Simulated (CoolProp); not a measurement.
Vapour-liquid equilibrium of CH2F2 (R32) (1) + R1234ze(E) (2) at 3.65 °C; x and y are mole fractions of (1).

The numbers come from the multi-fluid Helmholtz-energy mixture model, Tillner-Roth 1997 and Thol 2016; pair parameters Bell 2023 in CoolProp.

| x | bubble pressure, mixture model (MPa) | bubble pressure, Raoult's law (MPa) | y, mixture model | y, Raoult's law |
|---|---|---|---|---|
| 0.05 | 0.2867 | 0.2805 | (withheld) | 0.163 |
| 0.2 | 0.4012 | 0.3803 | 0.480 | 0.480 |
| 0.35 | (withheld) | 0.4800 | 0.649 | 0.665 |
| 0.5 | (withheld) | 0.5798 | 0.759 | 0.787 |
| 0.65 | (withheld) | 0.6796 | 0.842 | 0.873 |
| 0.8 | (withheld) | 0.7794 | 0.913 | 0.937 |
| 0.95 | (withheld) | 0.8792 | 0.979 | 0.986 |

Q: What belongs in the gaps?

A: 
- 0.05, y, mixture model: 0.169
- 0.35, bubble pressure, mixture model (MPa): 0.5068
- 0.5, bubble pressure, mixture model (MPa): 0.6034
- 0.65, bubble pressure, mixture model (MPa): 0.6946
- 0.8, bubble pressure, mixture model (MPa): 0.7853
- 0.95, bubble pressure, mixture model (MPa): 0.8798

The largest gap from Raoult's law is +5.6 % in bubble pressure, at x = 0.35. No azeotrope shows between x = 0.05 and 0.95.

Pair parameters are fitted to limited data, so mixtures are less certain than the pure fluids.
